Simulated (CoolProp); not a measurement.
Vapour-liquid equilibrium of propane (1) + c-C4F8 (RC318) (2) at 7.54 bar; x and y are mole fractions of (1).

Values from CoolProp's multi-fluid Helmholtz-energy mixture model, Lemmon 2009 and Platzer 1990; pair parameters Bell 2016. This equation is an older, rougher fit; its heat capacities, sound speeds and derivatives of the liquid may be far off and weren't checked against measurements.

| x | bubble temperature, mixture model (K) | bubble temperature, Raoult's law (K) | y, mixture model | y, Raoult's law |
|---|---|---|---|---|
| 0.05 | 322.2 | 325.9 | 0.173 | 0.121 |
| 0.125 | 313.5 | 321.8 | 0.372 | 0.275 |
| 0.2 | 306.7 | 317.9 | 0.508 | 0.404 |
| 0.275 | 301.8 | 314.2 | 0.598 | 0.512 |
| 0.35 | 298.3 | 310.9 | 0.659 | 0.603 |
| 0.425 | 295.7 | 307.7 | 0.703 | 0.680 |
| 0.5 | 293.9 | 304.8 | 0.737 | 0.745 |
| 0.575 | 292.5 | 302.1 | 0.765 | 0.801 |
| 0.65 | 291.4 | 299.5 | 0.792 | 0.849 |
| 0.725 | 290.5 | 297.0 | 0.820 | 0.890 |
| 0.8 | 289.7 | 294.8 | 0.852 | 0.926 |
| 0.875 | 289.2 | 292.6 | 0.892 | 0.957 |
| 0.95 | 289.1 | 290.6 | 0.949 | 0.984 |

The largest gap from Raoult's law is -12.6 K in bubble temperature, at x = 0.35. y crosses x between x = 0.875 and 0.95: the model has an azeotrope there.

Pair parameters are fitted to limited data, so mixtures are less certain than the pure fluids.
